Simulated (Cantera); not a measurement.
A closed system holds: 1 mol SiH4, 0.31 mol N2O, held at 36000 Pa.

Equilibrium computed with Cantera from the NASA thermochemical tables; the gas is ideal and each condensed phase is pure. Candidate condensed phases: H2O, Si, SiO2, Si2N2O, Si3N4; 35 gas species. Mutual solubility and eutectic melting of coexisting phases are not modelled. Kinetics and transport are ignored. All values below are at 952 °C.

Base state: H2 1.000 (mole fractions); condensed: Si(s) + Si2N2O(s).

### Question
What changes in the equilibrium state with this change: SiH4 replaced by Si2H6?

### Answer
```csv
species,before,after
H2,1.000,1.000
"Si(s), mol",0.380,1.38
"Si2N2O(s), mol",0.310,0.310
```
The feed counts by its element totals alone.
